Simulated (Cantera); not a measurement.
A perfectly stirred reactor is fed with H2 : O2 : N2 : NO = 1 : 1.22 : 4.59 : 0.02 (molar parts), at 11300 Torr; it is adiabatic with a 425 K inlet, and is followed from long to short residence time, starting on the burning branch (τ in s: 0.067, 0.03, 0.013, 0.0059, 0.0026, 0.0012, 0.00051, 0.00023, 0.0001, 4.5e-05, 2e-05, 8.9e-06, 3.9e-06).

Detailed kinetics in Cantera: GRI-Mech 3.0 (53 species, 325 reactions). The hydrogen kinetics of GRI-Mech 3.0 are dated; newer H2 mechanisms differ, most at raised pressure. The pressure lies above the range GRI-Mech 3.0 was tuned for (to about 10 atm). The mechanism lacks 2 NO + O2 → 2 NO2 and HONO, so NO2 and the effect of NO are under-described below about 1400 K.

One state of this run: T (K) = 1553; x H2 = 0.000175; x O2 = 0.114; x NO = 0.00295; x H = 5.27e-7; x N2O = 1.65e-6; x N2 = 0.725. x: mole fraction; the columns are a selection and need not sum to one.

Task: Which value of τ (s) does it belong to?
A. 4.5e-5
B. 0.00051
C. 0.013
D. 0.0026

Result: C, 0.013
